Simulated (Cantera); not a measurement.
Input: 1 mol HMDSO, 0.16 mol NO, equilibrated at 625 °C and 24.0 Pa.

These are equilibrium values from Cantera (NASA tables, ideal gas, pure condensed phases), not measurements of a reactor. Candidate condensed phases: C, C6H6, C7H8, C8H18, H2O, Si, SiC, SiO2, Si2N2O, Si3N4; 151 gas species. The feed counts by its element totals alone. Equilibrium is a limit: real reactors are often held back by kinetics, nucleation or transport.

Base state: H2 1.000, CH4 7.67e-5 (mole fractions); condensed: C(graphite) + SiC(s) + SiO2(β-quartz) + Si2N2O(s).

Q: What changes in the equilibrium state with this change: pressure from 24.0 Pa to 13300 Pa?

A: 
```tsv
species	before	after
H2	1.000	0.961
CH4	7.67e-5	0.0393
C(graphite), mol	4.70	4.36
SiC(s), mol	1.30	1.30
SiO2(β-quartz), mol	0.540	0.540
Si2N2O(s), mol	0.0800	0.0800
```
